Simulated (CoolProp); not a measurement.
Vapour-liquid equilibrium of cyclohexane (1) + n-heptane (2) at 0.374 MPa; x and y are mole fractions of (1).

Computed with CoolProp (multi-fluid Helmholtz-energy mixture model, Zhou 2014 and Span 2003; pair parameters Bell 2016).

### Question
Give the bubble temperature and the first vapour's composition at x = 0.05, 0.15, 0.35. Is there an azeotrope?

### Answer
x = 0.05: 149.0 °C, y = 0.070; x = 0.15: 146.8 °C, y = 0.201; x = 0.35: 142.6 °C, y = 0.436. No azeotrope shows between x = 0.05 and 0.95.

The pair parameters rest on a limited set of measurements; away from them the model extrapolates.
